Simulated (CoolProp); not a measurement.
A single-stage vapour-compression cycle with the fluid: evaporating at 210.15 K (dew point), condensing at 264.15 K (bubble point), superheat 5 K, subcooling 0 K, compressor efficiency 0.6, no pressure losses. The same conditions are run with several fluids, on thermodynamics alone (safety and materials aside).

Values from CoolProp's reference Helmholtz-energy equation of state of each fluid (dimethyl ether: Wu 2011; carbonyl sulfide: Lemmon 2006; propylene: Lemmon 2013; propane: Lemmon 2009; R507A: Lemmon 2003; R13: Platzer 1990). The equations of Platzer and Polt are older, rougher fits. Blends and air are pseudo-pure fits.

| fluid | cooling COP | pressure ratio | discharge temperature (K) | refrigerating effect (kJ/kg) | volumetric capacity (kJ/m³) |
|---|---|---|---|---|---|
| dimethyl ether | 1.91 | 14.3 | 363.0 | 393 | 137 |
| carbonyl sulfide | 1.85 | 9.19 | 414.7 | 255 | 468 |
| propylene | 1.88 | 9.31 | 343.2 | 340 | 388 |
| propane | 1.88 | 9.82 | 331.3 | 330 | 300 |
| R507A | 1.81 | 10.8 | 318.6 | 142 | 347 |
| R13 | 1.63 | 6.32 | 316.6 | 87.7 | 1360 |
